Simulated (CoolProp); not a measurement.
Computed with CoolProp (reference Helmholtz-energy equation of state, Fiedler 2023).

### Question
Give the vapour pressure (MPa), liquid density (kg/m³), vapour density (kg/m³), enthalpy of vaporisation (kJ/kg) of saturated tetrahydrofuran at 339.5 K.

### Answer
```json
[
 {"T (K)": "339.5", "p (MPa)": "0.103", "liquid density (kg/m³)": "835", "vapour density (kg/m³)": "2.70", "enthalpy of vaporisation (kJ/kg)": "416"}
]
```
